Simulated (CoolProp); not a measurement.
A single-stage vapour-compression cycle with R245fa: evaporating at 274.15 K (dew point), condensing at 322.15 K (bubble point), superheat 5 K, subcooling 5 K, compressor efficiency 0.85, no pressure losses. Each further row changes one setting.

Model: reference Helmholtz-energy equation of state, Akasaka 2015, in CoolProp.

```csv
case,cooling COP,pressure ratio,discharge temperature (K),refrigerating effect (kJ/kg),volumetric capacity (kJ/m³)
as stated,4.10,5.99,327.7,152,502
evaporating temperature 279.15 K,4.77,4.80,327.1,156,633
condensing temperature 317.15 K,4.71,5.12,323.2,159,525
subcooling 10 K,4.28,5.99,327.7,159,525
superheat 15 K,4.16,5.99,337.9,160,510
compressor efficiency 0.75,3.62,5.99,332.7,152,502
```
